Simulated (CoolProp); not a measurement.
Vapour-liquid equilibrium of propane (1) + isobutene (2) at 0.389 bar; x and y are mole fractions of (1).

Computed with CoolProp (multi-fluid Helmholtz-energy mixture model, Lemmon 2009 and Lemmon 2005; pair parameters Bell 2016).

| x | bubble temperature, mixture model (°C) | bubble temperature, Raoult's law (°C) | y, mixture model | y, Raoult's law |
|---|---|---|---|---|
| 0.05 | -34.1 | -32.5 | ? | 0.195 |
| 0.2 | -43.2 | -40.7 | 0.595 | 0.554 |
| 0.35 | -48.4 | -46.7 | 0.743 | 0.740 |
| 0.5 | ? | -51.4 | ? | 0.848 |
| 0.65 | -55.5 | -55.2 | 0.900 | 0.915 |
| 0.8 | -58.4 | -58.3 | 0.951 | 0.960 |
| 0.95 | ? | -60.9 | 0.990 | 0.992 |

**Question.** What belongs in the gaps?

**Answer.** 
- 0.05, y, mixture model: 0.252
- 0.5, bubble temperature, mixture model (°C): -52.2
- 0.5, y, mixture model: 0.834
- 0.95, bubble temperature, mixture model (°C): -61.0

The largest gap from Raoult's law is -2.5 K in bubble temperature, at x = 0.2. No azeotrope shows between x = 0.05 and 0.95.

The pair parameters rest on a limited set of measurements; away from them the model extrapolates.
